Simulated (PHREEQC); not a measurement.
## Brine

Dissolve 1.5 mol LiCl, 0.11 mol NaCl and 0.2 mol KOH per kg of water at 25 °C. Closed to the air; pH follows from the charge balance.

The numbers come from PHREEQC with the Pitzer model, pitzer.dat.

This is a speciation only: nothing precipitates in the calculation.

Estimate the pH, activity of water.

pH 12.82; activity of water 0.934.

In brines, pH and single-ion activities rest on the MacInnes convention.
